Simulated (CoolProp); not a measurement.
Properties of carbonyl sulfide along the isotherm 1.45 °C (Tc = 105.6 °C, pc = 63.69 bar, ω = 0.098).

Computed with CoolProp (reference Helmholtz-energy equation of state, Lemmon 2006). It is a short technical equation, of lower accuracy than the large ones.

| p (bar) | phase | density (kg/m³) | cp (kJ/(kg K)) | cv (kJ/(kg K)) | speed of sound (m/s) |
|---|---|---|---|---|---|
| 15.9 | liquid | 1057 | 1.274 | 0.7029 | 796.0 |
| 31.8 | liquid | 1062 | 1.264 | 0.7033 | 808.6 |
| 47.8 | liquid | 1066 | 1.255 | 0.7036 | 820.8 |
| 63.7 | liquid | 1070 | 1.247 | 0.7041 | 832.6 |
| 79.6 | liquid | 1074 | 1.239 | 0.7045 | 843.9 |
| 95.5 | liquid | 1078 | 1.232 | 0.7050 | 855.0 |
| 111 | liquid | 1082 | 1.225 | 0.7055 | 865.4 |
| 127 | liquid | 1085 | 1.219 | 0.7060 | 875.8 |
| 143 | liquid | 1089 | 1.213 | 0.7065 | 886.0 |
| 159 | liquid | 1092 | 1.208 | 0.7071 | 895.9 |
